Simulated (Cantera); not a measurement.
Input: 1 mol C2H5OH, 9.5 mol H2, 0.082 mol CO2, equilibrated at 0.920 bar.

Equilibrium computed with Cantera from the NASA thermochemical tables; the gas is ideal and each condensed phase is pure. Candidate condensed phases: C, C6H6, C7H8, C8H18, H2O; 110 gas species. The numbers say what is thermodynamically allowed, not how fast it happens.

Task: What share of the C ends up in condensed phases as a function of T (K), at 1000, 1150, 1300, 1450, 1600, 1750, 1900, 2050, 2200, 2350, 2500, 2650, 2800, 2950?

Result: 
```json
[
 {"T (K)": "1000", "C condensed (%)": "19.9", "as": "C(graphite)"},
 {"T (K)": "1150", "C condensed (%)": "35.2", "as": "C(graphite)"},
 {"T (K)": "1300", "C condensed (%)": "40.6", "as": "C(graphite)"},
 {"T (K)": "1450", "C condensed (%)": "42.6", "as": "C(graphite)"},
 {"T (K)": "1600", "C condensed (%)": "43.3", "as": "C(graphite)"},
 {"T (K)": "1750", "C condensed (%)": "43.5", "as": "C(graphite)"},
 {"T (K)": "1900", "C condensed (%)": "43.4", "as": "C(graphite)"},
 {"T (K)": "2050", "C condensed (%)": "42.6", "as": "C(graphite)"},
 {"T (K)": "2200", "C condensed (%)": "40.9", "as": "C(graphite)"},
 {"T (K)": "2350", "C condensed (%)": "37.4", "as": "C(graphite)"},
 {"T (K)": "2500", "C condensed (%)": "31.1", "as": "C(graphite)"},
 {"T (K)": "2650", "C condensed (%)": "20.9", "as": "C(graphite)"},
 {"T (K)": "2800", "C condensed (%)": "5.3", "as": "C(graphite)"},
 {"T (K)": "2950", "C condensed (%)": "0.0", "as": "-"}
]
```
